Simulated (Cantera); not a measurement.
What does this Cantera script print?

```python
import numpy as np
import cantera as ct

gas = ct.Solution("gri30.yaml")
gas.TPX = 700, 101325, {'CO': 1, 'H2': 0.053, 'O2': 1.28, 'N2': 4.83, 'CO2': 1.2}
inlet = ct.Reservoir(gas, clone=True)
gas.equilibrate("HP")  # start burning
reactor = ct.IdealGasConstPressureReactor(gas, energy="on", clone=False)
exhaust = ct.Reservoir(gas, clone=True)
tau = [0.3, 0.15, 0.073, 0.036, 0.018, 0.0088, 0.0043, 0.0021, 0.0011, 0.00052, 0.00026, 0.00013, 6.3e-05][0]
for a, b in ((inlet, reactor), (reactor, exhaust)):
    ct.MassFlowController(a, b, mdot=lambda t: reactor.mass / tau)
net = ct.ReactorNet([reactor])
show = ['CO', 'H2', 'O2', 'NO', 'OH', 'NO2']

rows = []
print(f"{'tau/s':>10s}{'T/K':>9s}" + "".join(f"{s:>11s}" for s in show))
for tau in [0.3, 0.15, 0.073, 0.036, 0.018, 0.0088, 0.0043, 0.0021, 0.0011, 0.00052, 0.00026, 0.00013, 6.3e-05]:
    net.initial_time = 0.0
    net.advance(30 * tau)
    before = gas.X
    net.advance(40 * tau)
    drift = np.max(np.abs(gas.X - before) / (gas.X + 1e-9))
    rows.append([gas.T, *gas[show].X, drift])
    print(f"{tau:10.3e}{gas.T:9.1f}" + "".join(f"{x:11.3e}" for x in gas[show].X))
```

Result:

```
     tau/s      T/K         CO         H2         O2         NO         OH        NO2
 3.000e-01   1635.2  1.637e-03  1.031e-05  9.664e-02  4.590e-05  3.043e-04  1.996e-07
 1.500e-01   1628.0  2.529e-03  1.575e-05  9.695e-02  3.854e-05  3.696e-04  1.577e-07
 7.300e-02   1616.7  3.941e-03  2.427e-05  9.744e-02  3.003e-05  4.468e-04  1.125e-07
 3.600e-02   1600.0  6.024e-03  3.668e-05  9.819e-02  2.220e-05  5.282e-04  7.511e-08
 1.800e-02   1576.1  9.018e-03  5.422e-05  9.928e-02  1.592e-05  6.060e-04  4.852e-08
 8.800e-03   1540.3  1.352e-02  7.995e-05  1.010e-01  1.118e-05  6.697e-04  3.079e-08
 4.300e-03   1487.5  2.030e-02  1.170e-04  1.037e-01  7.747e-06  6.899e-04  1.984e-08
 2.100e-03   1400.6  3.204e-02  1.803e-04  1.087e-01  4.523e-06  6.077e-04  1.169e-08
 1.100e-03    700.0  1.196e-01  6.337e-03  1.531e-01 -2.148e-20  1.101e-15 -8.636e-20
 5.200e-04    700.0  1.196e-01  6.337e-03  1.531e-01  5.396e-25  9.281e-16  2.169e-24
 2.600e-04    700.0  1.196e-01  6.337e-03  1.531e-01 -2.335e-29  7.230e-16 -1.189e-28
 1.300e-04    700.0  1.196e-01  6.337e-03  1.531e-01  1.516e-30  5.009e-16  2.301e-34
 6.300e-05    700.0  1.196e-01  6.337e-03  1.531e-01  2.633e-31  2.992e-16 -1.243e-39
```

Cantera simulation using GRI-Mech 3.0 (53 species, 325 reactions); the numbers are that mechanism's predictions, not measurements.
